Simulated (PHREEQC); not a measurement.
Copper plating or etch bath (model solution)

Consider water at 25 °C with 0.0063 mol Cu(BF4)2 and 0.0064 mol KCl per kg of water. Closed to the air; pH follows from the charge balance.

Equilibrium calculation in PHREEQC: ion-association model, phreeqc.dat.

Precipitation was switched off in this run.

Predict the pH, ionic strength.

pH 2.91; ionic strength 0.0263 mol/kgw.

In which forms is B present?

BF4- 80 %, H3BO3 9.8 %, BF3OH- 7.6 %, BF2(OH)2- 2.7 % of the B.

Real BF4- forms and hydrolyses slowly; the run takes it at equilibrium.
